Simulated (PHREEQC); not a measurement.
Solution (40 °C): 0.038 mol/kgw HF, 0.003 mol/kgw NH4HF2 and 0.00039 mol/kgw H4SiO4. Closed to the air; pH follows from the charge balance.

Equilibrium calculation in PHREEQC: ion-association model, phreeqc.dat.

| quantity | before | after |
|---|---|---|
| pH | 2.44 | 2.53 |
| ionic strength (mol/kgw) | 0.00730 | 0.00961 |
| HF (mol/kgw) | 0.0347 | 0.0381 |
| F- (mol/kgw) | 0.00535 | 0.00728 |
| HF2- (mol/kgw) | 0.000781 | 0.00116 |
| NH3 (mol/kgw) | 1.18e-9 | 2.84e-9 |
| SI of Quartz (SiO2) | -5.76 | -6.20 |

Question: Name the change that produced these shifts.
(A) temperature from 40 to 80 °C
(B) NH4HF2 from 0.003 to 0.006 mol/kgw
(C) NH4HF2 from 0.003 to 0.03 mol/kgw
(D) diluted 5-fold with water
(E) HF from 0.038 to 0.0076 mol/kgw

Answer: B, NH4HF2 from 0.003 to 0.006 mol/kgw

No solid was allowed to form. Away from 25 °C the constants follow the database's enthalpies or fits; those with neither stay at their 25 °C values. SiF6-2 is the database's only silicon fluoride.
